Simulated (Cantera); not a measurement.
Feed: 1 mol SiO2, 3.7 mol HCl, 0.17 mol H2, at 13.3 mbar.

Equilibrium computed with Cantera from the NASA thermochemical tables; the gas is ideal and each condensed phase is pure. Candidate condensed phases: H2O, Si, SiO2; 30 gas species. Rates play no part.

At 650 °C, list the 4 most abundant gas species with their mole fractions, and the condensed phases.

HCl 0.956, H2 0.0439, H2O 3.01e-5, SiCl4 1.51e-5. Condensed: SiO2(β-quartz).
